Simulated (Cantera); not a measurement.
Input: 1 mol SiCl4, a varied amount of H2, equilibrated at 0.340 bar.

Method: chemical equilibrium by Gibbs-energy minimisation in Cantera with the NASA 1993 tables (ideal gas, pure condensed phases). Candidate condensed phases: Si; 19 gas species. The tables' values for SiCl3 are old estimates. The numbers say what is thermodynamically allowed, not how fast it happens.

Stable condensed phases, one row left out:

```
T in °C \ n(H2) in mol
         3.9   5 6.5 8.4  11  14  18  23  30  39  50
   1450    A   A   A   A   A   A   B   B   B   B   B
   1375    A   A   A   A   A   A   B   B   B   B   B
   1300    A   A   A   A   A   A   B   B   B   B   B
   1225    A   A   A   A   A   B   B   B   B   B   B
   1150    A   A   A   A   A   B   B   B   B   B   B
   1075    A   A   A   A   B   B   B   B   B   B   B
   1000    A   A   A   B   B   B   B   B   B   B   B
    925    A   A   A   A   B   B   B   B   B   B   B
    775    A   A   A   A   A   A   A   A   A   B   B
    700    A   A   A   A   A   A   A   A   A   A   A
```

A: gas only; B: Si.

Give the row for 850 °C.

3.9: gas only; 5: gas only; 6.5: gas only; 8.4: gas only; 11: gas only; 14: Si; 18: Si; 23: Si; 30: Si; 39: Si; 50: Si.
